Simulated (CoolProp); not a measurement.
Vapour-liquid equilibrium of R22 (1) + R123 (2) at 0.00792 MPa; x and y are mole fractions of (1).

Values from CoolProp's multi-fluid Helmholtz-energy mixture model, Kamei 1995 and Younglove 1994; pair parameters Bell 2016.

Problem. Give the bubble temperature and the first vapour's composition at x = 0.125, 0.8, 0.95. Is there an azeotrope?

Solution. x = 0.125: -53.7 °C, y = 0.852; x = 0.8: -80.9 °C, y = 0.997; x = 0.95: -83.0 °C, y = 0.999. No azeotrope shows between x = 0.05 and 0.95.

Pair parameters are fitted to limited data, so mixtures are less certain than the pure fluids. The gap from Raoult's law changes sign with composition, which may be real or a fault of the pair parameters; it wasn't checked against measurements.
